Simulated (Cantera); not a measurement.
Input: 1 mol CH3Cl, 0.33 mol HCl, at 0.0120 bar.

Cantera equilibrium calculation (NASA polynomials, part measured and part estimated; ideal gas, pure solids and liquids). Candidate condensed phases: C, C6H6, C7H8, C8H18; 91 gas species. Rates play no part.

x: gas mole fraction; n: condensed amount in mol.

| T (°C) | x HCl | x H2 | x H | x Cl | x C2H2 (acetylene) | x C2H | n C(graphite) |
|---|---|---|---|---|---|---|---|
| 1750 | 0.554 | 0.424 | 0.0113 | 0.0109 | 0.000379 | (withheld) | 0.998 |
| 1800 | 0.547 | 0.422 | 0.0156 | 0.0149 | 0.000517 | (withheld) | 0.998 |
| 1850 | 0.539 | 0.419 | 0.0212 | 0.0200 | 0.000694 | (withheld) | 0.997 |
| 1900 | 0.529 | 0.416 | 0.0284 | 0.0264 | 0.000917 | (withheld) | 0.996 |
| 1950 | 0.516 | 0.411 | 0.0375 | 0.0342 | 0.00119 | (withheld) | 0.994 |
| 2000 | 0.501 | 0.405 | 0.0488 | 0.0436 | 0.00153 | (withheld) | 0.992 |
| 2050 | 0.483 | 0.398 | 0.0627 | 0.0546 | 0.00193 | (withheld) | 0.990 |
| 2100 | 0.461 | 0.389 | 0.0795 | 0.0674 | 0.00239 | (withheld) | 0.988 |
| 2150 | 0.437 | 0.378 | 0.0996 | 0.0818 | 0.00293 | (withheld) | 0.984 |

### Question
Complete the blanks.

### Answer

- 1750, x C2H: 2.04e-7
- 1800, x C2H: 4.54e-7
- 1850, x C2H: 9.74e-7
- 1900, x C2H: 2.01e-6
- 1950, x C2H: 4.01e-6
- 2000, x C2H: 7.76e-6
- 2050, x C2H: 1.45e-5
- 2100, x C2H: 2.64e-5
- 2150, x C2H: 4.67e-5
